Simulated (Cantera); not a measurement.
Cantera run, input and output.

```python
import numpy as np
import cantera as ct

gas = ct.Solution("h2o2.yaml")
gas.TPX = 550, 1000000, {'H2': 1, 'O2': 0.862, 'N2': 3.24}
flame = ct.FreeFlame(gas, width=0.008)
flame.set_refine_criteria(ratio=3, slope=0.08, curve=0.16)
flame.transport_model = "mixture-averaged"
flame.solve(loglevel=0, auto=True)
z, T = flame.grid, flame.T
thick = (T[-1] - T[0]) / np.gradient(T, z).max()
show = ['H2', 'O2', 'H2O', 'H2O2', 'H', 'OH']
print(f"laminar burning velocity  {flame.velocity[0] * 100:.3f} cm/s")
print(f"burnt temperature         {T[-1]:.1f} K")
print(f"thermal thickness         {thick * 1e3:.4f} mm")
print(f"grid points               {len(z)}")
z0 = z[flame.heat_release_rate.argmax()]
print(f"{'z/mm':>9s}{'T/K':>9s}{'u/(m/s)':>9s}" + "".join(f"{s:>11s}" for s in show))
rows = []
for k in (-3, -2, -1.5, -1, -0.5, -0.25, 0, 0.25, 0.5, 1, 2, 4, 8):
    zz = z0 + k * thick
    rows.append([k * thick, np.interp(zz, z, T), np.interp(zz, z, flame.velocity),
                 *(np.interp(zz, z, flame.X[gas.species_index(s)]) for s in show)])
    print(f"{rows[-1][0] * 1e3:9.3f}{rows[-1][1]:9.1f}{rows[-1][2]:9.3f}" + "".join(f"{x:11.3e}" for x in rows[-1][3:]))
```

It prints:

```
laminar burning velocity  95.350 cm/s
burnt temperature         1958.2 K
thermal thickness         0.0412 mm
grid points               112
     z/mm      T/K  u/(m/s)         H2         O2        H2O       H2O2          H         OH
   -0.124    550.9    0.949  1.907e-01  1.700e-01  7.272e-05  1.784e-07  3.864e-15  2.884e-14
   -0.082    556.2    0.947  1.798e-01  1.722e-01  6.498e-04  2.071e-06  2.749e-13  2.231e-12
   -0.062    571.3    0.958  1.651e-01  1.745e-01  2.709e-03  1.068e-05  6.673e-12  5.572e-11
   -0.041    625.9    1.023  1.377e-01  1.769e-01  1.109e-02  5.327e-05  4.341e-10  2.903e-09
   -0.021    889.2    1.405  8.735e-02  1.665e-01  5.250e-02  2.801e-04  6.973e-06  1.021e-05
   -0.010   1198.7    1.875  5.603e-02  1.453e-01  9.866e-02  2.696e-04  2.521e-04  3.057e-04
    0.000   1524.1    2.379  2.811e-02  1.170e-01  1.492e-01  2.109e-05  1.137e-03  1.743e-03
    0.010   1729.3    2.701  1.182e-02  9.702e-02  1.809e-01  4.659e-06  1.387e-03  3.834e-03
    0.021   1833.3    2.863  5.248e-03  8.845e-02  1.946e-01  3.095e-06  9.252e-04  4.785e-03
    0.041   1911.9    2.983  1.610e-03  8.443e-02  2.033e-01  1.751e-06  2.761e-04  4.137e-03
    0.082   1946.3    3.034  3.807e-04  8.392e-02  2.069e-01  8.031e-07  3.921e-05  2.438e-03
    0.165   1956.0    3.048  9.478e-05  8.407e-02  2.080e-01  4.027e-07  6.217e-06  1.402e-03
    0.330   1957.9    3.050  5.207e-05  8.414e-02  2.083e-01  3.179e-07  2.977e-06  1.114e-03
```

Cantera simulation using the H2/O2 subset of GRI-Mech 3.0, which has no nitrogen chemistry; the numbers are that mechanism's predictions, not measurements. The hydrogen kinetics of GRI-Mech 3.0 are dated; newer H2 mechanisms differ, most at raised pressure. Burning velocities carry a grid error of a few per cent, more on coarse grids. Lean hydrogen flames are cellular in practice and burn faster than this planar one.
